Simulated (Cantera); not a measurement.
# Fe₃O₄ + HCl + O₂ (chemical vapour transport)

A closed system holds: 1 mol Fe₃O₄, a varied amount of HCl, 1.5 mol O₂, at 1052 °C and 0.340 bar.

Cantera equilibrium calculation (NASA polynomials, part measured and part estimated; ideal gas, pure solids and liquids). Candidate condensed phases: Fe, FeCl₂, FeCl₃, FeO, Fe(OH)₂, Fe(OH)₃, Fe₂O₃, Fe₃O₄, H₂O; 22 gas species. Equilibrium is a limit: real reactors are often held back by kinetics, nucleation or transport.

```csv
n(HCl) (mol),x O₂,x HCl,x H₂O,x Cl₂,x FeCl₃,x FeCl₂,x Cl,x ClO,n Fe₂O₃(s)
0.065,0.950,0.0351,0.00721,0.00570,0.000138,0.000289,0.00200,3.59e-5,1.50
0.11,0.918,0.0579,0.0117,0.00942,0.000301,0.000490,0.00257,4.53e-5,1.50
0.19,0.866,0.0952,0.0188,0.0153,0.000654,0.000834,0.00328,5.62e-5,1.50
0.33,0.787,0.152,0.0295,0.0239,0.00137,0.00140,0.00410,6.69e-5,1.50
0.56,0.684,0.228,0.0430,0.0344,0.00262,0.00223,0.00491,7.48e-5,1.50
0.97,0.552,0.328,0.0595,0.0460,0.00475,0.00350,0.00568,7.77e-5,1.49
1.7,0.408,0.441,0.0762,0.0557,0.00796,0.00533,0.00625,7.35e-5,1.48
2.8,0.289,0.537,0.0883,0.0602,0.0116,0.00746,0.00650,6.43e-5,1.46
```
x: gas mole fraction; n: condensed amount in mol.

From 0.065 mol HCl to 2.8 mol HCl the condensed part is Fe₂O₃(s). The main Fe-bearing gas is FeCl₂ at 0.065 mol HCl and FeCl₃ at 2.8 mol HCl.
